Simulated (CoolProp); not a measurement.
Vapour-liquid equilibrium of isobutane (1) + acetone (2) at 6.76 bar; x and y are mole fractions of (1).

The numbers come from the multi-fluid Helmholtz-energy mixture model, Bücker 2006 and Lemmon 2006; pair parameters Bell 2016 in CoolProp.

Problem. Give the bubble temperature and the first vapour's composition at x = 0.35, 0.55, 0.75. Is there an azeotrope?

Solution. x = 0.35: 336.5 K, y = 0.829; x = 0.55: 330.7 K, y = 0.871; x = 0.75: 327.2 K, y = 0.904. No azeotrope shows between x = 0.05 and 0.95.

The pair parameters rest on a limited set of measurements; away from them the model extrapolates. With so large a gap from Raoult's law the liquid may split in two, which this calculation doesn't test in full.
